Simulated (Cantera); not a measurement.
TEOS + O3 (silicon oxide and oxynitride deposition)

Charge: 1 mol TEOS, 8.9 mol O3, held at 673.15 K and 0.900 bar.

Equilibrium computed with Cantera from the NASA thermochemical tables; the gas is ideal and each condensed phase is pure. Candidate condensed phases: C, C6H6, C7H8, C8H18, H2O, Si, SiC, SiO2; 123 gas species. The feed counts by its element totals alone. Rates play no part.

```json
{
  "x(H2O)": "0.517",
  "x(CO2)": "0.413",
  "x(O2)": "0.0698",
  "n(SiO2(α-quartz))": "1.00 mol",
  "gas_amount": "19.35 mol",
  "log10 activity of C(graphite) (absent)": "-29.90",
  "log10 activity of Si(s) (absent)": "-59.95"
}
```
